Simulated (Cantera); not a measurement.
Mixture: CH₄ : O₂ : N₂ = 1 : 1.67 : 6.27 (molar parts), at 3750 Torr, adiabatic and at constant pressure. Ignition delay is the time to a rise of 400 K.

Detailed kinetics in Cantera: GRI-Mech 3.0 (53 species, 325 reactions).

Q: Predict: delay at 1273 K; delay at 1373 K; delay at 1473 K; delay at 1573 K; delay at 1673 K; delay at 1773 K; delay at 1873 K; apparent activation energy between 1673 and 1873 K.

A: 
```
Quantity                                                 Value
--------------------------------------------------  ----------
delay at 1273 K                                        4.41 ms
delay at 1373 K                                        1.38 ms
delay at 1473 K                                       0.477 ms
delay at 1573 K                                       0.180 ms
delay at 1673 K                                        74.9 µs
delay at 1773 K                                        34.7 µs
delay at 1873 K                                        17.9 µs
apparent activation energy between 1673 and 1873 K  190 kJ/mol
```
